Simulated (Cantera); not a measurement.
A closed system holds: 1 mol CS2, 0.32 mol SO2, 8 mol H2, equilibrated at 2027 °C and 46.0 mbar.

These are equilibrium values from Cantera (NASA tables, ideal gas, pure condensed phases), not measurements of a reactor. Candidate condensed phases: C, C6H6, C7H8, C8H18, H2O, H2SO4, S; 123 gas species. Rates play no part.

Base state: H2 0.742, CO 0.0629, S2 0.0619, H 0.0389, SH 0.0273, CS 0.0258, S 0.0204, H2S 0.0115 (mole fractions); condensed: gas only.

**Question.** What changes in the equilibrium state with this change: 0.093 mol H2O added?

**Answer.** 
| species | before | after |
|---|---|---|
| H2 | 0.742 | 0.738 |
| CO | 0.0629 | 0.0709 |
| S2 | 0.0619 | 0.0654 |
| CS | 0.0258 | 0.0187 |
| S | 0.0204 | 0.0210 |
| SH | 0.0273 | 0.0280 |
| H2S | 0.0115 | 0.0118 |
| H | 0.0389 | 0.0388 |
| CS2 | 0.00960 | 0.00716 |
| COS | 3.72e-5 | 4.31e-5 |

**Question.** What changes in the equilibrium state with this change: temperature from 2027 °C to 1927 °C?

**Answer.** 
```
species   before    after
-------  -------  -------
H2         0.742    0.761
S2        0.0619   0.0652
CO        0.0629   0.0639
H         0.0389   0.0229
S         0.0204   0.0125
CS2      0.00960   0.0141
H2S       0.0115   0.0150
CS        0.0258   0.0219
SH        0.0273   0.0238
COS      3.72e-5  4.73e-5
```
